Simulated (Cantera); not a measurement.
What does this Cantera script print?

```python
import numpy as np
import cantera as ct

gas = ct.Solution("gri30.yaml", transport_model="mixture-averaged")
show = ['NH3', 'H2O', 'O']

rows = []
print(f"{'T/K':>7s}{'rho':>11s}{'cp':>10s}{'mu':>11s}{'lambda':>11s}{'Pr':>7s}" + "".join(f"{'D_' + s:>11s}" for s in show))
for T in [400, 600, 800, 1000, 1200, 1400, 1600]:
    gas.TPX = T, 83, {'N2O': 0.29}
    Pr = gas.cp_mass * gas.viscosity / gas.thermal_conductivity
    D = [gas.mix_diff_coeffs_mole[gas.species_index(s)] for s in show]
    rows.append([gas.density, gas.cp_mass, gas.viscosity, gas.thermal_conductivity, Pr, *D])
    print(f"{T:7g}{gas.density:11.4e}{gas.cp_mass:10.1f}{gas.viscosity:11.4e}"
          f"{gas.thermal_conductivity:11.4e}{Pr:7.3f}" + "".join(f"{d:11.4e}" for d in D))
print("SI units: kg/m3, J/kg/K, Pa s, W/m/K, m2/s")
```

Result:

```
    T/K        rho        cp         mu     lambda     Pr      D_NH3      D_H2O        D_O
    400 1.0984e-03     970.3 1.9459e-05 2.5465e-02  0.741 3.4432e-02 3.5654e-02 5.1260e-02
    600 7.3227e-04    1101.3 2.7324e-05 4.0717e-02  0.739 7.4764e-02 7.8019e-02 1.0393e-01
    800 5.4921e-04    1191.6 3.4048e-05 5.4884e-02  0.739 1.2688e-01 1.3310e-01 1.6973e-01
   1000 4.3936e-04    1254.7 4.0022e-05 6.7953e-02  0.739 1.8918e-01 1.9916e-01 2.4728e-01
   1200 3.6614e-04    1294.3 4.5464e-05 8.0076e-02  0.735 2.6061e-01 2.7503e-01 3.3564e-01
   1400 3.1383e-04    1326.8 5.0510e-05 9.1407e-02  0.733 3.4044e-01 3.5990e-01 4.3412e-01
   1600 2.7460e-04    1353.3 5.5249e-05 1.0208e-01  0.732 4.2811e-01 4.5317e-01 5.4219e-01
SI units: kg/m3, J/kg/K, Pa s, W/m/K, m2/s
```

Computed with Cantera and GRI-Mech 3.0 (53 species, 325 reactions). The composition is frozen, though it would react at the higher temperatures.
